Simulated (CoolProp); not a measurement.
Saturated liquid density (kg/m³) of tetrahydrofuran: the reference equation beside estimates from Tc = 540.2 K, pc = 5304 kPa, ω = 0.234.

Values from CoolProp's reference Helmholtz-energy equation of state, Fiedler 2023.

| T (K) | reference | Redlich-Kwong | Soave-Redlich-Kwong |
|---|---|---|---|
| 292.5 | 888.1 | 806.9 | 824.4 |
| 304.1 | 875.4 | 794.8 | 813.6 |
| 315.8 | 862.3 | 782.1 | 802.2 |
| 327.4 | 849.2 | 768.9 | 790.3 |
| 339 | 835.8 | 755.3 | 777.8 |
| 350.6 | 822.2 | 741.0 | 764.7 |
| 362.3 | 808.2 | 726.1 | 750.7 |
| 373.9 | 794.0 | 710.5 | 736.1 |
| 385.5 | 779.4 | 694.3 | 720.6 |
| 397.2 | 764.2 | … | … |
| 408.8 | 748.6 | 659.2 | 686.7 |
| 420.4 | 732.5 | … | 668.1 |
| 432 | 715.6 | 620.5 | … |

Some entries are withheld; supply them.


- 397.2, Redlich-Kwong: 677.1
- 397.2, Soave-Redlich-Kwong: 704.1
- 420.4, Redlich-Kwong: 640.4
- 432, Soave-Redlich-Kwong: 648.3

Absolute difference from the reference over all 13 rows, mean and median: Redlich-Kwong 10.6 and 10.2 %, Soave-Redlich-Kwong 7.6 and 7.2 %.
